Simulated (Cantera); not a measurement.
Hydrocarbon pyrolysis for carbon deposition

An isothermal, constant-pressure homogeneous reactor starts with 21.7 % C₂H₆, 78.3 % N₂, at 1125 K and 4.95 Torr.

Cantera simulation using GRI-Mech 3.0 (53 species, 325 reactions); the numbers are that mechanism's predictions, not measurements. GRI-Mech 3.0 stops at C3 and has no aromatics, soot or wall deposition, so with more carbon than oxygen in the feed, carbon stays in small species such as C2H2 where larger ones or solid carbon would form. Radical loss at walls, strong at low pressure, is not modelled.

```csv
t (s),x C₂H₆,x HCN,x C₂H₂,x C₂H₄,x CH₄,x CH₃
0.000500,0.217,<1e-12,<1e-12,1.53e-8,1.12e-7,2.47e-6
0.00121,0.217,<1e-12,<1e-12,2.08e-7,6.30e-7,5.62e-6
0.00292,0.217,<1e-12,2.83e-12,2.73e-6,3.34e-6,1.17e-5
0.00707,0.217,<1e-12,3.41e-10,3.25e-5,1.58e-5,2.08e-5
0.0171,0.217,<1e-12,2.95e-8,0.000309,6.39e-5,3.23e-5
0.0414,0.215,2.17e-12,1.36e-6,0.00202,0.000279,6.71e-5
0.100,0.206,7.88e-12,2.76e-5,0.00868,0.00128,0.000108
0.242,0.183,1.44e-11,0.000243,0.0257,0.00423,0.000109
0.585,0.136,1.97e-11,0.00132,0.0600,0.0111,9.50e-5
1.41,0.0625,2.43e-11,0.00533,0.110,0.0244,6.73e-5
3.42,0.00981,2.73e-11,0.0158,0.137,0.0358,2.48e-5
8.27,0.00101,2.76e-11,0.0279,0.130,0.0369,7.38e-6
20.0,0.000157,2.73e-11,0.0379,0.119,0.0367,2.88e-6
```
x: mole fraction; the columns are a selection and need not sum to one.

Equilibrium at this temperature and pressure: C₂H₆ 4.05e-6, HCN 0.0717, C₂H₂ 0.0943, C₂H₄ 0.00637, CH₄ 0.0458, CH₃ 9.46e-7 (gas phase only).
